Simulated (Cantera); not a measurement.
Feed: 1 mol Nb, 9.3 mol H2O, a varied amount of H2, held at 1648.15 K and 2.40 mbar.

Equilibrium computed with Cantera from the NASA thermochemical tables; the gas is ideal and each condensed phase is pure. Candidate condensed phases: H2O, Nb, NbO, NbO2, Nb2O5; 12 gas species. Mutual solubility and eutectic melting of coexisting phases are not modelled. Condensed phases not in the tables: the oxides between NbO2 and Nb2O5. Rates play no part.

x: gas mole fraction; n: condensed amount in mol.

| n(H2) (mol) | x H2 | x H2O | x H | x OH | n Nb2O5(s) | n NbO2(s) |
|---|---|---|---|---|---|---|
| 6.9 | 0.579 | 0.419 | 0.00139 | 4.51e-5 | 0.500 | 0 |
| 15 | 0.719 | 0.280 | 0.00154 | 2.70e-5 | 0.500 | 0 |
| 23 | 0.788 | 0.210 | 0.00162 | 1.94e-5 | 0.500 | 0 |
| 32 | 0.834 | 0.164 | 0.00166 | 1.47e-5 | 0.500 | 0 |
| 40 | 0.860 | 0.138 | 0.00169 | 1.22e-5 | 0.478 | 0.0440 |
| 48 | 0.871 | 0.127 | 0.00170 | 1.12e-5 | 0 | 1.000 |
| 56 | 0.887 | 0.112 | 0.00171 | 9.71e-6 | 0 | 1.000 |
| 64 | 0.899 | (withheld) | 0.00173 | (withheld) | 0 | 1.000 |
| 72 | 0.909 | 0.0897 | 0.00174 | 7.70e-6 | 0 | 1.000 |
| 81 | 0.917 | (withheld) | 0.00174 | (withheld) | 0 | 1.000 |
| 89 | 0.924 | 0.0742 | 0.00175 | 6.32e-6 | 0 | 1.000 |

Question: Some entries are withheld; supply them.

Answer: 
- 81, x H2O: 0.0808
- 81, x OH: 6.90e-6
- 64, x H2O: 0.0995
- 64, x OH: 8.59e-6
